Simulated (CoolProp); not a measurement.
A single-stage vapour-compression cycle with the fluid: evaporating at 317.15 K (dew point), condensing at 378.15 K (bubble point), superheat 5 K, subcooling 2 K, compressor efficiency 0.7, no pressure losses. The same conditions are run with several fluids, on thermodynamics alone (safety and materials aside).

Computed with CoolProp (reference Helmholtz-energy equation of state of each fluid (ammonia: Gao 2020; n-perfluoropentane: Gao 2022; R245ca: Zhou 2016; chloromethane (R40): Thol 2014; cyclopropane: Polt 1992)). The equations of Platzer and Polt are older, rougher fits.

Task: Rank ammonia, n-perfluoropentane, R245ca, chloromethane (R40), cyclopropane by cooling COP, highest first.

Result: chloromethane (R40) (2.64), ammonia (2.54), R245ca (2.52), cyclopropane (2.28), n-perfluoropentane (1.34)

| fluid | pressure ratio | discharge temperature (K) | refrigerating effect (kJ/kg) | volumetric capacity (kJ/m³) |
|---|---|---|---|---|
| ammonia | 3.97 | 468.5 | 769 | 10000 |
| n-perfluoropentane | 5.12 | 378.2 | 22.2 | 436 |
| R245ca | 5.25 | 379.1 | 111 | 1170 |
| chloromethane (R40) | 3.67 | 441.0 | 246 | 5230 |
| cyclopropane | 3.40 | 403.8 | 213 | 4720 |

The compression ends wet for: n-perfluoropentane.
